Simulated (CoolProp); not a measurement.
Properties of ethylene along the isotherm 450 K (Tc = 282.4 K, pc = 5.042 MPa, ω = 0.087).

The numbers come from the reference Helmholtz-energy equation of state, Smukala 2000 in CoolProp.

| p (MPa) | phase | density (kg/m³) | cp (kJ/(kg K)) | speed of sound (m/s) | expansivity (1/kK) | fugacity coefficient |
|---|---|---|---|---|---|---|
| 0.194 | gas | 1.458 | 2.068 | 394.0 | 2.246 | 0.9973 |
| 0.388 | gas | 2.925 | 2.074 | 393.4 | 2.270 | 0.9947 |
| 0.582 | gas | 4.399 | 2.080 | 392.8 | 2.294 | 0.9920 |
| 0.776 | gas | 5.881 | 2.086 | 392.2 | 2.319 | 0.9894 |
| 0.97 | gas | 7.371 | 2.092 | 391.7 | 2.343 | 0.9868 |
| 1.16 | gas | 8.837 | 2.099 | 391.1 | 2.367 | 0.9842 |
| 1.36 | gas | 10.39 | 2.105 | 390.5 | 2.393 | 0.9815 |
| 1.55 | gas | 11.87 | 2.111 | 390.0 | 2.418 | 0.9790 |
| 1.75 | gas | 13.44 | 2.118 | 389.4 | 2.444 | 0.9764 |
| 1.94 | gas | 14.94 | 2.124 | 388.9 | 2.469 | 0.9738 |
| 2.13 | gas | 16.44 | 2.131 | 388.4 | 2.495 | 0.9713 |
| 2.33 | gas | 18.04 | 2.138 | 387.8 | 2.521 | 0.9687 |
| 2.52 | gas | 19.56 | 2.144 | 387.3 | 2.547 | 0.9662 |
